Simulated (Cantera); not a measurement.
A freely propagating, adiabatic, planar premixed flame of CH₄ : CO : O₂ : N₂ : CO₂ = 1 : 0.1 : 2.2 : 8.29 : 1.3 (molar parts), unburnt at 425 K and 1.60 bar; mixture-averaged transport, grid criteria slope 0.08 and curve 0.16, no radiation.

Cantera simulation using GRI-Mech 3.0 (53 species, 325 reactions); the numbers are that mechanism's predictions, not measurements. Burning velocities carry a grid error of a few per cent, more on coarse grids.

**Question.** Predict: laminar burning velocity; thermal thickness; peak x(C₂H₄); peak x(HO₂); peak x(CH₂O).

**Answer.** 
| Item | Result |
|---|---|
| laminar burning velocity | 27.1 cm/s |
| thermal thickness | 0.464 mm |
| peak x(C₂H₄) | 0.000379 |
| peak x(HO₂) | 0.000126 |
| peak x(CH₂O) | 0.000909 |
